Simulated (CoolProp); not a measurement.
Vapour-liquid equilibrium of acetone (1) + n-heptane (2) at 347.5 K; x and y are mole fractions of (1).

Computed with CoolProp (multi-fluid Helmholtz-energy mixture model, Lemmon 2006 and Span 2003; pair parameters Bell 2016).

| x | bubble pressure, mixture model (bar) | bubble pressure, Raoult's law (bar) | y, mixture model | y, Raoult's law |
|---|---|---|---|---|
| 0.05 | 0.7275 | 0.5392 | 0.372 | 0.169 |
| 0.125 | 1.025 | 0.6405 | 0.576 | 0.356 |
| 0.2 | 1.239 | 0.7419 | 0.666 | 0.491 |
| 0.275 | 1.392 | 0.8432 | 0.717 | 0.594 |
| 0.35 | 1.500 | 0.9445 | 0.749 | 0.675 |
| 0.425 | 1.578 | 1.046 | 0.772 | 0.741 |
| 0.5 | 1.636 | 1.147 | 0.790 | 0.794 |
| 0.575 | 1.682 | 1.248 | 0.806 | 0.839 |
| 0.65 | 1.722 | 1.350 | 0.822 | 0.878 |
| 0.725 | 1.758 | 1.451 | 0.841 | 0.911 |
| 0.8 | 1.791 | 1.552 | 0.865 | 0.939 |
| 0.875 | 1.817 | 1.654 | 0.899 | 0.964 |
| 0.95 | 1.830 | 1.755 | 0.950 | 0.987 |

The largest gap from Raoult's law is +67.0 % in bubble pressure, at x = 0.2. No azeotrope shows between x = 0.05 and 0.95.

The pair parameters rest on a limited set of measurements; away from them the model extrapolates. With so large a gap from Raoult's law the liquid may split in two, which this calculation doesn't test in full.
